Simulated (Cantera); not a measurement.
A freely propagating, adiabatic, planar premixed flame of CH3OH : O2 : N2 = 1 : 1.25 : 4.75 (molar parts), unburnt at 650 K and 0.133 bar; mixture-averaged transport, grid criteria slope 0.08 and curve 0.16, no radiation.

Detailed kinetics in Cantera: GRI-Mech 3.0 (53 species, 325 reactions). GRI-Mech 3.0 was tuned for natural gas; its chemistry of methanol as a main component is partial and can be far from experiment. Burning velocities carry a grid error of a few per cent, more on coarse grids.

How do the results move with these cheaper or finer settings: unity-Lewis-number transport; multicomponent transport; multicomponent+Soret transport; grid criteria slope 0.5, curve 1; grid criteria slope 0.25, curve 0.5; grid criteria slope 0.03, curve 0.06?


```json
[
 {"setting": "as above", "laminar burning velocity": "211 cm/s", "thermal thickness": "1.43 mm", "peak x(C2H6)": "4.54e-7", "peak x(CH2CO)": "1.83e-5", "grid points": "161"},
 {"setting": "unity-Lewis-number transport", "laminar burning velocity": "123 cm/s", "thermal thickness": "2.16 mm", "peak x(C2H6)": "4.08e-7", "peak x(CH2CO)": "9.87e-6", "grid points": "152"},
 {"setting": "multicomponent transport", "laminar burning velocity": "210 cm/s", "thermal thickness": "1.45 mm", "peak x(C2H6)": "4.56e-7", "peak x(CH2CO)": "1.84e-5", "grid points": "161"},
 {"setting": "multicomponent+Soret transport", "laminar burning velocity": "208 cm/s", "thermal thickness": "1.45 mm", "peak x(C2H6)": "4.40e-7", "peak x(CH2CO)": "1.83e-5", "grid points": "161"},
 {"setting": "grid criteria slope 0.5, curve 1", "laminar burning velocity": "241 cm/s", "thermal thickness": "1.65 mm", "peak x(C2H6)": "4.59e-7", "peak x(CH2CO)": "1.84e-5", "grid points": "45"},
 {"setting": "grid criteria slope 0.25, curve 0.5", "laminar burning velocity": "222 cm/s", "thermal thickness": "1.51 mm", "peak x(C2H6)": "4.58e-7", "peak x(CH2CO)": "1.84e-5", "grid points": "69"},
 {"setting": "grid criteria slope 0.03, curve 0.06", "laminar burning velocity": "206 cm/s", "thermal thickness": "1.42 mm", "peak x(C2H6)": "4.47e-7", "peak x(CH2CO)": "1.81e-5", "grid points": "343"}
]
```
The base run took around 18 core-seconds (rough).
Unity Lewis numbers drop preferential diffusion, which matters most where H2 and H carry the flame; Soret adds thermal diffusion.
